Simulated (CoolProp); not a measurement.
Computed with CoolProp (reference Helmholtz-energy equation of state, Younglove 1994). It is a modified Benedict-Webb-Rubin equation, recast in Helmholtz form.

### Question
For R123, give the phase and the speed of sound (m/s), Joule-Thomson coefficient (K/MPa), Prandtl number at 318.6 K and 22.2 kPa; 335.4 K and 5220 kPa.

### Answer
- 318.6 K and 22.2 kPa: gas; speed of sound 136, Joule-Thomson coefficient 29.8, Prandtl number 0.778
- 335.4 K and 5220 kPa: liquid; speed of sound 603, Joule-Thomson coefficient -0.248, Prandtl number 4.57

Viscosity comes from a separate model (Tanaka 1996). Thermal conductivity comes from a separate model (Laesecke 1996).
